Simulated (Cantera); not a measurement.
An adiabatic, constant-volume homogeneous reactor starts with CH₄ : O₂ : N₂ = 1 : 3.23 : 12.1 (molar parts), equivalence ratio 0.62, at 1275 K and 2400 Torr.

Cantera simulation using GRI-Mech 3.0 (53 species, 325 reactions); the numbers are that mechanism's predictions, not measurements.

Predict: time of steepest temperature rise; temperature at 0.100 s; equilibrium temperature; x(O₂) at 0.100 s; x(H₂) at 0.100 s; x(NO₂) at 0.100 s.


```json
{
  "time_of_steepest_temperature_rise": "4.51 ms",
  "temperature at 0.100 s": "2655 K",
  "equilibrium_temperature": "2655 K",
  "x(O₂) at 0.100 s": "0.0667 (gas-phase equilibrium 0.0667)",
  "x(H₂) at 0.100 s": "0.00205 (gas-phase equilibrium 0.00205)",
  "x(NO₂) at 0.100 s": "1.80e-5 (gas-phase equilibrium 1.80e-5)"
}
```
